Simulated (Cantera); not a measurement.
# Fluorocarbon and chlorocarbon gases: CH3F + CH4

Feed: 1 mol CH3F, 0.032 mol CH4, at 800 °C and 0.100 bar.

These are equilibrium values from Cantera (NASA tables, ideal gas, pure condensed phases), not measurements of a reactor. Candidate condensed phases: C, C6H6, C7H8, C8H18; 95 gas species. The numbers say what is thermodynamically allowed, not how fast it happens.

```yaml
x(H2): 0.514
x(HF): 0.485
x(CH4): 0.00121
n(C(graphite)): 1.03 mol
gas_amount: 2.062 mol
```
